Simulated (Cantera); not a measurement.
A closed system holds: 1 mol CaF₂, 2.6 mol H₂, 1.5 mol HF, at 1398.15 K and 10.0 mbar.

Cantera equilibrium calculation (NASA polynomials, part measured and part estimated; ideal gas, pure solids and liquids). Candidate condensed phases: Ca, CaF₂; 15 gas species. Rates play no part.

Base state: H₂ 0.634, HF 0.366, H 3.78e-5, CaF₂ 2.08e-5 (mole fractions); condensed: CaF₂(s).

Question: What changes in the equilibrium state with this change: temperature from 1398.15 K to 2248 K?

Answer: 
```
species        before    after
------------  -------  -------
H₂              0.634    0.461
HF              0.366    0.300
CaF₂          2.08e-5    0.176
CaF             <1e-9   0.0128
H             3.78e-5   0.0499
Ca              <1e-9  0.00118
F               <1e-9  3.27e-5
CaF₂(s), mol    1.000        0
```
